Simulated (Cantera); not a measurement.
**Reactions in the system H-N-O-V**

Cantera with NASA thermochemical tables; ideal gases at 1 bar, condensed phases pure. Values are per mole of reaction as written; species without (g) are pure solids or liquids, kept so even where they would boil at 1 bar.

6 V₂O₅ + 2 NH₃(g) = 12 VO₂(g) + 3 H₂O₂(g) + N₂(g)

```tsv
T (K)	ΔH° (kJ)	ΔS° (J/K)	ΔG° (kJ)	log10 K
475	6154.6	2804.6	4822.4	-530.29
525	6141.0	2777.5	4682.8	-465.91
575	6127.0	2752.1	4544.6	-412.83
625	6112.7	2728.2	4407.6	-368.36
675	6098.2	2705.9	4271.7	-330.56
725	6083.5	2684.8	4137.0	-298.05
775	6068.6	2664.9	4003.2	-269.81
```
